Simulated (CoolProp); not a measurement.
A simple Rankine cycle with ethylbenzene: condensing at 332.15 K, boiler at 0.393 MPa, turbine inlet 618.3 K, turbine efficiency 0.9, pump efficiency 0.8, no recuperator. Each further row changes one setting.

The numbers come from the reference Helmholtz-energy equation of state, Zhou 2012 in CoolProp.

| case | thermal efficiency (%) | net work (kJ/kg) | heat in (kJ/kg) | turbine exit temperature (K) | volume ratio over the turbine |
|---|---|---|---|---|---|
| as stated | 17.8 | 160 | 901 | 541.5 | 50.5 |
| condensing temperature 324.15 K | 19.0 | 174 | 916 | 534.9 | 71.9 |
| boiler pressure 0.275 MPa | 16.3 | 148 | 903 | 548.6 | 35.4 |
| turbine efficiency 0.8 | 15.8 | 142 | 901 | 550.0 | 51.4 |
